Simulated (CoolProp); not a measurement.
A single-stage vapour-compression cycle with ethylene: evaporating at 197.15 K (dew point), condensing at 243.15 K (bubble point), superheat 10 K, subcooling 5 K, compressor efficiency 0.75, no pressure losses. Each further row changes one setting.

Values from CoolProp's reference Helmholtz-energy equation of state, Smukala 2000.

```tsv
case	cooling COP	pressure ratio	discharge temperature (K)	refrigerating effect (kJ/kg)	volumetric capacity (kJ/m³)
as stated	___	4.79	316.5	341	2430
evaporating temperature 202.15 K	___	___	307.5	___	___
condensing temperature 238.15 K	___	___	305.9	356	2530
subcooling 10 K	2.54	4.79	316.5	356	2530
superheat 20 K	2.40	4.79	___	356	2390
compressor efficiency 0.65	2.11	4.79	328.5	341	2430
```

Question: What belongs in the gaps?

Answer: 
- as stated, cooling COP: 2.44
- evaporating temperature 202.15 K, cooling COP: 2.88
- evaporating temperature 202.15 K, pressure ratio: 3.90
- evaporating temperature 202.15 K, refrigerating effect (kJ/kg): 345
- evaporating temperature 202.15 K, volumetric capacity (kJ/m³): 2980
- condensing temperature 238.15 K, cooling COP: 2.84
- condensing temperature 238.15 K, pressure ratio: 4.16
- superheat 20 K, discharge temperature (K): 329.0
